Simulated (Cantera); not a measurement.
Mixture: CH4 : H2 : O2 : N2 = 1 : 0.59 : 2.67 : 10 (molar parts), equivalence ratio 0.86, at 11.0 bar, adiabatic and at constant volume. Ignition delay is the time to a rise of 400 K.

Computed with Cantera and GRI-Mech 3.0 (53 species, 325 reactions). Below about 1000 K GRI-Mech 3.0 lacks low-temperature oxidation paths. Below about 950 K walls govern HO2 and H2O2 in real vessels.

Task: Predict: delay at 850 K; delay at 1000 K; delay at 1150 K; delay at 1300 K; apparent activation energy between 1225 and 1375 K.

Result: 
| Item | Result |
|---|---|
| delay at 850 K | 0.754 s |
| delay at 1000 K | 12.5 ms |
| delay at 1150 K | 0.569 ms |
| delay at 1300 K | 0.103 ms |
| apparent activation energy between 1225 and 1375 K | 120 kJ/mol |
